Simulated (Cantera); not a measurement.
Cantera run:

```python
import numpy as np
import cantera as ct

gas_names = """
    H2O2 ALBr3 HBr O
""".split()
cond_names = """
    AL(cr) AL(L)
""".split()


def load(file, names, dense=False):
    # The tables refer to 1 bar. Condensed volumes are neglected.
    table = {s.name: s for s in ct.Species.list_from_file(file)}
    out = []
    for n in names:
        d = dict(table[n].input_data)
        d["thermo"] = dict(d["thermo"], **{"reference-pressure": 1e5})
        if dense:
            d["equation-of-state"] = {"model": "constant-volume", "density": "1e6 g/cm^3"}
        out.append(ct.Species.from_dict(d))
    return out


species = {s.name: s for s in load("nasa_gas.yaml", gas_names) + load("nasa_condensed.yaml", cond_names)}
# Each term lists the table entries of one substance; the one whose range holds T is used.
reactions = {
    '3 H2O2(g) + 2 AlBr3(g) = 6 HBr(g) + 6 O(g) + 2 Al':
        [(-3, ['H2O2']), (-2, ['ALBr3']), (6, ['HBr']), (6, ['O']), (2, ['AL(cr)', 'AL(L)'])],
}


def pick(names, T):
    return next(species[n] for n in names if species[n].thermo.min_temp <= T <= species[n].thermo.max_temp)


results = []
for label, terms in reactions.items():
    print(label)
    print("     T/K   dH/kJ  dS/(J/K)   dG/kJ   log10 K")
    for T in [1998, 2023, 2048, 2073, 2098, 2123, 2148, 2173]:
        used = [(nu, pick(names, T)) for nu, names in terms]
        dH = sum(nu * s.thermo.h(T) for nu, s in used) / 1e6
        dS = sum(nu * s.thermo.s(T) for nu, s in used) / 1e3
        dG = dH - T * dS / 1e3
        logK = -dG * 1e6 / (ct.gas_constant * T * np.log(10))
        results.append((label, T, dH, dS, dG, logK, [s.name for _, s in used]))
        print(f"{T:8g} {dH:8.1f} {dS:8.1f} {dG:8.1f} {logK:8.2f}")
```

It prints:

```
3 H2O2(g) + 2 AlBr3(g) = 6 HBr(g) + 6 O(g) + 2 Al
     T/K   dH/kJ  dS/(J/K)   dG/kJ   log10 K
    1998   2581.8    910.7    762.3   -19.93
    2023   2582.3    910.9    739.6   -19.10
    2048   2582.7    911.1    716.8   -18.28
    2073   2583.1    911.3    694.0   -17.49
    2098   2583.6    911.5    671.2   -16.71
    2123   2584.0    911.7    648.4   -15.95
    2148   2584.4    911.9    625.6   -15.21
    2173   2584.8    912.1    602.8   -14.49
```

Cantera with NASA thermochemical tables; ideal gases at 1 bar, condensed phases pure. Condensed species are held in their standard states even where they would react or evaporate.
